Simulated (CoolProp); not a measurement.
A Linde-Hampson liquefier for CF4 (R14): isothermal reversible compression at 320 K from 1 atm to 15 MPa, throttling to 1 atm, return gas leaving the recuperator 5 K below the feed. Each further row changes one setting.

Values from CoolProp's reference Helmholtz-energy equation of state, Platzer 1990. This equation is an older, rougher fit; its heat capacities, sound speeds and derivatives of the liquid may be far off and weren't checked against measurements.

| case | liquid yield per pass | compression work (kJ/kg of gas) |
|---|---|---|
| as stated | 0.185 | 141 |
| high pressure 30 MPa | 0.238 | 159 |
| warm-end temperature 350 K | 0.133 | 158 |
| warm-end gap 10 K | 0.172 | 141 |
